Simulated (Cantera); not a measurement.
What does this Cantera script print?

```python
import numpy as np
import cantera as ct

gas = ct.Solution("SiF4_NH3_mec.yaml", "gas")
gas.TPX = 2275, 130000, {'NH3': 1, 'H2': 0.24}
inlet = ct.Reservoir(gas, clone=True)

reactor = ct.IdealGasConstPressureReactor(gas, energy="off", clone=False)
exhaust = ct.Reservoir(gas, clone=True)
tau = [0.8, 0.37, 0.18, 0.083, 0.039, 0.018, 0.0086, 0.004, 0.0019][0]
for a, b in ((inlet, reactor), (reactor, exhaust)):
    ct.MassFlowController(a, b, mdot=lambda t: reactor.mass / tau)
net = ct.ReactorNet([reactor])
show = ['NH3', 'H2', 'N2H4', 'NH2', 'N2H2']

rows = []
print(f"{'tau/s':>10s}{'T/K':>9s}" + "".join(f"{s:>11s}" for s in show))
for tau in [0.8, 0.37, 0.18, 0.083, 0.039, 0.018, 0.0086, 0.004, 0.0019]:
    net.initial_time = 0.0
    net.advance(30 * tau)
    before = gas.X
    net.advance(40 * tau)
    drift = np.max(np.abs(gas.X - before) / (gas.X + 1e-9))
    rows.append([gas.T, *gas[show].X, drift])
    print(f"{tau:10.3e}{gas.T:9.1f}" + "".join(f"{x:11.3e}" for x in gas[show].X))
```

Result:

```
     tau/s      T/K        NH3         H2       N2H4        NH2       N2H2
 8.000e-01   2275.0  2.089e-03  7.699e-01  2.276e-10  5.168e-05  1.337e-08
 3.700e-01   2275.0  3.559e-03  7.692e-01  5.546e-10  8.067e-05  3.037e-08
 1.800e-01   2275.0  6.513e-03  7.677e-01  1.385e-09  1.274e-04  6.734e-08
 8.300e-02   2275.0  1.393e-02  7.632e-01  3.997e-09  2.165e-04  1.614e-07
 3.900e-02   2275.0  2.997e-02  7.523e-01  1.127e-08  3.633e-04  3.725e-07
 1.800e-02   2275.0  6.316e-02  7.288e-01  3.088e-08  6.014e-04  8.458e-07
 8.600e-03   2275.0  1.217e-01  6.867e-01  7.531e-08  9.389e-04  1.772e-06
 4.000e-03   2275.0  2.216e-01  6.145e-01  1.709e-07  1.414e-03  3.574e-06
 1.900e-03   2275.0  3.562e-01  5.171e-01  3.291e-07  1.962e-03  6.424e-06
```

Model: the gas-phase N/H chemistry of the illustrative SiF4/NH3 mechanism in the Surface Chemkin manual (1991), integrated in Cantera. Walls and surfaces, which speed up NH3 decomposition in real reactors, are not modelled.
